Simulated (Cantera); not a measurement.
An adiabatic, constant-volume homogeneous reactor starts with CH4 : O2 : N2 = 1 : 2.02 : 7.6 (molar parts), at 1550 K and 1.00 atm. Integrator tolerance rtol = 1e-08.

Detailed kinetics in Cantera: GRI-Mech 3.0 (53 species, 325 reactions).

Question: What does this change do: pressure from 1.00 atm to 11.8 atm?

Answer: 
```tsv
quantity	before	after
time of steepest temperature rise	0.684 ms	94.3 µs
temperature at 0.800 s	2911 K	3132 K
equilibrium temperature	2911 K	3132 K
x(CH4) at 0.800 s	<1e-12 (gas-phase equilibrium <1e-12)	<1e-12 (gas-phase equilibrium <1e-12)
x(O2) at 0.800 s	0.0223 (gas-phase equilibrium 0.0223)	0.0168 (gas-phase equilibrium 0.0168)
x(HCO) at 0.800 s	9.93e-8 (gas-phase equilibrium 9.93e-8)	4.05e-7 (gas-phase equilibrium 4.05e-7)
x(C2H6) at 0.800 s	<1e-12 (gas-phase equilibrium <1e-12)	<1e-12 (gas-phase equilibrium <1e-12)
x(CH2) at 0.800 s	<1e-12 (gas-phase equilibrium <1e-12)	1.20e-12 (gas-phase equilibrium 1.30e-12)
x(OH) at 0.800 s	0.0246 (gas-phase equilibrium 0.0246)	0.0204 (gas-phase equilibrium 0.0204)
```
The pressure lies above the range GRI-Mech 3.0 was tuned for (to about 10 atm). Above 3000 K some thermodynamic fits are extrapolated.

Question: What does this change do: 0.066 parts H2 added?

Answer: 
```tsv
quantity	before	after
time of steepest temperature rise	0.684 ms	0.523 ms
temperature at 0.800 s	2911 K	2917 K
equilibrium temperature	2911 K	2917 K
x(CH4) at 0.800 s	<1e-12 (gas-phase equilibrium <1e-12)	<1e-12 (gas-phase equilibrium <1e-12)
x(O2) at 0.800 s	0.0223 (gas-phase equilibrium 0.0223)	0.0210 (gas-phase equilibrium 0.0210)
x(HCO) at 0.800 s	9.93e-8 (gas-phase equilibrium 9.93e-8)	1.06e-7 (gas-phase equilibrium 1.06e-7)
x(C2H6) at 0.800 s	<1e-12 (gas-phase equilibrium <1e-12)	<1e-12 (gas-phase equilibrium <1e-12)
x(CH2) at 0.800 s	<1e-12 (gas-phase equilibrium <1e-12)	<1e-12 (gas-phase equilibrium <1e-12)
x(OH) at 0.800 s	0.0246 (gas-phase equilibrium 0.0246)	0.0248 (gas-phase equilibrium 0.0248)
```
